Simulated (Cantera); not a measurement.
Gas mixture: NO = 0.66 (molar parts), at 4.93 atm, frozen composition.

Cantera's kinetic-theory transport with the Lennard-Jones parameters of GRI-Mech 3.0, ideal gas; thermal conductivity in the multicomponent form. The composition is frozen, though it would react at the higher temperatures.

One state of this run: ρ (kg/m³) = 2.26; cp (J/kg/K) = 1092; μ (µPa s) = 37.1; λ (mW/m/K) = 57.3; Pr = 0.708; D (cm²/s) NH3 = 0.267; D (cm²/s) H = 1.35; D (cm²/s) OH = 0.338. D: mixture-averaged diffusion coefficient of that species in the mixture.

Task: Which value of T (K) does it belong to?
(A) 1400
(B) 400
(C) 800
(D) 600

Result: C, 800
